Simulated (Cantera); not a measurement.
Mixture: CH₄ : O₂ : N₂ = 1 : 1.82 : 6.84 (molar parts), at 15.0 bar, adiabatic and at constant pressure. Ignition delay is the time to a rise of 400 K.

Computed with Cantera and GRI-Mech 3.0 (53 species, 325 reactions). The pressure lies above the range GRI-Mech 3.0 was tuned for (to about 10 atm).

Task: Predict: delay at 1200 K; delay at 1300 K; delay at 1400 K; delay at 1500 K; apparent activation energy between 1450 and 1550 K.

Result: 
```json
{
  "delay at 1200 K": "3.14 ms",
  "delay at 1300 K": "1.00 ms",
  "delay at 1400 K": "0.354 ms",
  "delay at 1500 K": "0.136 ms",
  "apparent activation energy between 1450 and 1550 K": "170 kJ/mol"
}
```
